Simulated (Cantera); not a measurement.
**Ignition delay**

Mixture: CH4 : C2H6 : O2 : N2 = 1 : 0.13 : 1.23 : 4.05 (molar parts), at 743 Torr, adiabatic and at constant volume. Ignition delay is the time to a rise of 400 K.

Detailed kinetics in Cantera: GRI-Mech 3.0 (53 species, 325 reactions).

| T0 (K) | delay (ms) |
|---|---|
| 1098 | 16.8 |
| 1198 | 4.61 |
| 1298 | 1.59 |
| 1398 | 0.594 |
| 1498 | 0.237 |
| 1598 | 0.104 |
| 1698 | 0.0519 |
| 1798 | 0.0293 |
| 1898 | 0.0183 |

* **apparent activation energy between 1698 and 1898 K**: 140 kJ/mol
